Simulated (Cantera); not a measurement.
Cantera run:

```python
import numpy as np
import cantera as ct

gas_names = """
    B BH BH2 BH3 BO BO2 B2 B2O B2O2 B2O3 B3O3H3 H HBO HBO2 HO2 H2 H2O H2O2 H3B3O6 O OH O2 O3
""".split()
cond_names = """
    B(b) B(L) B2O3(L) B3O3H3(cr) H2O(s) H2O(L)
""".split()


# ... load() reads the species with a 1 bar reference pressure and builds the phases ...
atoms = {
    'B2H6': {'B': 2, 'H': 6},
    'O2': {'O': 2},
    'H2O': {'H': 2, 'O': 1},
}
top_T = {}  # K; cautious upper limits of use, not melting points


# ... equilibrate(T, P, feed) seeds the gas with the atoms and calls Mixture.equilibrate('TP', solver="vcs", rtol=1e-11, max_steps=5000) ...
results = []
feed = {'B2H6': 1, 'O2': 0.074, 'H2O': 0.16}  # mol
P = 1000  # Pa
for T in [2148, 2173, 2198, 2223, 2248, 2273, 2298, 2323, 2348, 2373]:
    mix = equilibrate(T, P, feed)
    results.append((T, P, feed, dict(zip(mix.species_names, mix.species_moles))))
    x = sorted(zip(gas.X, gas.species_names), reverse=True)
    print(f"T = {T:g} K  P = {P:g} Pa  gas = {mix.phase_moles(0):.4g} mol")
    print("   x: " + "  ".join(f"{s} {v:.3e}" for v, s in x if v > 0.001))
    print("   condensed (mol): " + ("  ".join(f"{mix.phase(i).name} {mix.phase_moles(i):.4g}"
          for i in range(1, mix.n_phases) if mix.phase_moles(i) > 1e-12) or "none"))
```

Output:

```
T = 2148 K  P = 1000 Pa  gas = 3.43 mol
   x: H2 8.763e-01  HBO 4.910e-02  H 3.902e-02  BO 2.775e-02  B2O2 6.097e-03
   condensed (mol): B(b) 1.687
T = 2173 K  P = 1000 Pa  gas = 3.446 mol
   x: H2 8.700e-01  HBO 4.722e-02  H 4.501e-02  BO 3.036e-02  B2O2 5.502e-03  BH2 1.014e-03
   condensed (mol): B(b) 1.686
T = 2198 K  P = 1000 Pa  gas = 3.463 mol
   x: H2 8.629e-01  H 5.173e-02  HBO 4.521e-02  BO 3.299e-02  B2O2 4.930e-03  BH2 1.133e-03
   condensed (mol): B(b) 1.685
T = 2223 K  P = 1000 Pa  gas = 3.482 mol
   x: H2 8.551e-01  H 5.924e-02  HBO 4.311e-02  BO 3.561e-02  B2O2 4.387e-03  BH2 1.262e-03
   condensed (mol): B(b) 1.683
T = 2248 K  P = 1000 Pa  gas = 3.503 mol
   x: H2 8.464e-01  H 6.759e-02  HBO 4.093e-02  BO 3.819e-02  B2O2 3.878e-03  BH2 1.400e-03
   condensed (mol): B(b) 1.682
T = 2273 K  P = 1000 Pa  gas = 3.526 mol
   x: H2 8.369e-01  H 7.685e-02  BO 4.070e-02  HBO 3.870e-02  B2O2 3.405e-03  BH2 1.547e-03  B2O 1.092e-03
   condensed (mol): B(b) 1.68
T = 2298 K  P = 1000 Pa  gas = 3.551 mol
   x: H2 8.264e-01  H 8.707e-02  BO 4.311e-02  HBO 3.643e-02  B2O2 2.970e-03  BH2 1.704e-03  B2O 1.213e-03
   condensed (mol): B(b) 1.678
T = 2323 K  P = 1000 Pa  gas = 3.578 mol
   x: H2 8.149e-01  H 9.830e-02  BO 4.539e-02  HBO 3.415e-02  B2O2 2.575e-03  BH2 1.869e-03  B 1.349e-03  B2O 1.337e-03
   condensed (mol): B(b) 1.675
T = 2348 K  P = 1000 Pa  gas = 3.609 mol
   x: H2 8.023e-01  H 1.106e-01  BO 4.753e-02  HBO 3.189e-02  B2O2 2.219e-03  BH2 2.042e-03  B 1.827e-03  B2O 1.464e-03
   condensed (mol): B(b) 1.672
T = 2373 K  P = 1000 Pa  gas = 3.642 mol
   x: H2 7.886e-01  H 1.240e-01  BO 4.951e-02  HBO 2.967e-02  B 2.398e-03  BH2 2.168e-03  B2O2 1.904e-03  B2O 1.554e-03
   condensed (mol): B(L) 1.669
```

Cantera equilibrium calculation (NASA polynomials, part measured and part estimated; ideal gas, pure solids and liquids). The feed counts by its element totals alone. The tables' values for BH2 are old estimates; treat these amounts as uncertain.
